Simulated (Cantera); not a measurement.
A perfectly stirred reactor is fed with 2.72 % CH₃OH, 0.214 % O₂, 97.1 % N₂, at 1.00 atm; it is held at 925 K, and followed from long to short residence time.

Model: GRI-Mech 3.0 (53 species, 325 reactions), integrated in Cantera. GRI-Mech 3.0 was tuned for natural gas; its chemistry of methanol as a main component is partial and can be far from experiment.

Predict: x(CH₃OH) at τ = 2.90 s; x(O₂) at τ = 2.90 s; x(H) at τ = 2.90 s; x(CH₂CO) at τ = 2.90 s; x(CH₃OH) at τ = 30.0 ms; x(O₂) at τ = 30.0 ms.


```json
{
  "x(CH₃OH) at τ = 2.90 s": "0.00202",
  "x(O₂) at τ = 2.90 s": "8.64e-6",
  "x(H) at τ = 2.90 s": "1.39e-7",
  "x(CH₂CO) at τ = 2.90 s": "8.20e-7",
  "x(CH₃OH) at τ = 30.0 ms": "0.0272",
  "x(O₂) at τ = 30.0 ms": "0.00214"
}
```
